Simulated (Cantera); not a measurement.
SiO₂ + H₂ + H₂O (hydrogen reduction and annealing atmospheres)

Charge: 1 mol SiO₂, 37 mol H₂, 3.3 mol H₂O, held at 1752 °C and 75.0 Torr.

Cantera equilibrium calculation (NASA polynomials, part measured and part estimated; ideal gas, pure solids and liquids). Candidate condensed phases: H₂O, Si, SiO₂; 18 gas species. The tables hold silica as quartz up to 1696 K and as liquid above; real silica turns to tridymite and cristobalite and melts near 1996 K. Equilibrium is a limit: real reactors are often held back by kinetics, nucleation or transport.

The x(H₂) is 0.893, the x(H₂O) is 0.0911 and the x(SiO) is 0.0104. The x(H) is 0.00575. The x(OH) is 6.13e-5 and the x(SiO₂) comes out as 3.91e-6. The n(SiO₂(l)) is 0.576 mol and the gas amount is 40.84 mol. The log10 activity of Si(l) (absent) is -5.18.
